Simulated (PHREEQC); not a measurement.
A solution holds 0.00013 mol Ca(HCO3)2, 6.6e-06 mol CO2 and 5e-05 mol NaCl per kg of water, at 9.5 °C. Closed to the air; pH follows from the charge balance.

All values are PHREEQC results (ion-association model, wateq4f.dat), not measurements.

- pH: 7.98
- ionic strength: 0.000440 mol/kgw
- total alkalinity: 0.260 meq/kg

| species | molality | activity | log γ |
|---|---|---|---|
| HCO3- | 0.000258 | 0.000252 | -0.010 |
| Ca+2 | 0.000130 | 0.000118 | -0.040 |
| Cl- | 5.00e-5 | 4.88e-5 | -0.010 |
| Na+ | 5.00e-5 | 4.88e-5 | -0.010 |
| CO2 | 7.82e-6 | 7.82e-6 | 0.000 |
| CO3-2 | 8.37e-7 | 7.63e-7 | -0.040 |
| CaHCO3+ | 2.79e-7 | 2.72e-7 | -0.010 |
| OH- | 2.71e-7 | 2.65e-7 | -0.010 |
| CaCO3 | 1.22e-7 | 1.22e-7 | 0.000 |
| H+ | 1.08e-8 | 1.06e-8 | -0.010 |
| NaHCO3 | 6.91e-9 | 6.91e-9 | 0.000 |
| CaOH+ | 1.90e-9 | 1.85e-9 | -0.010 |

This is a speciation only: nothing precipitates in the calculation. Species that the database lacks are ignored. Constants without temperature data keep their 25 °C values here.
